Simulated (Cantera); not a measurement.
A perfectly stirred reactor is fed with 12.8 % CO, 6.00 % H2, 17.1 % O2, 64.1 % N2, equivalence ratio 0.55, at 4.80 bar; it is adiabatic with a 650 K inlet, and is followed from long to short residence time, starting on the burning branch (τ in s: 0.055, 0.027, 0.014, 0.007, 0.0035, 0.0018, 0.00089, 0.00045, 0.00022, 0.00011, 5.7e-05).

Computed with Cantera and GRI-Mech 3.0 (53 species, 325 reactions). The hydrogen kinetics of GRI-Mech 3.0 are dated; newer H2 mechanisms differ, most at raised pressure.

Predict: blow-out, bracketed by the residence times tried; x(CO) at τ = 55.0 ms; x(H2) at τ = 55.0 ms; x(O2) at τ = 55.0 ms; x(H2O2) at τ = 55.0 ms; x(NO2) at τ = 55.0 ms; x(CO) at τ = 1.80 ms; x(H2) at τ = 1.80 ms; x(O2) at τ = 1.80 ms; x(H2O2) at τ = 1.80 ms; x(NO2) at τ = 1.80 ms.


| Item | Result |
|---|---|
| blow-out, bracketed by the residence times tried | burning at 57.0 µs, the shortest tried |
| x(CO) at τ = 55.0 ms | 0.000944 |
| x(H2) at τ = 55.0 ms | 8.18e-5 |
| x(O2) at τ = 55.0 ms | 0.0847 |
| x(H2O2) at τ = 55.0 ms | 1.14e-7 |
| x(NO2) at τ = 55.0 ms | 1.92e-6 |
| x(CO) at τ = 1.80 ms | 0.00504 |
| x(H2) at τ = 1.80 ms | 0.000376 |
| x(O2) at τ = 1.80 ms | 0.0863 |
| x(H2O2) at τ = 1.80 ms | 2.25e-7 |
| x(NO2) at τ = 1.80 ms | 4.38e-7 |
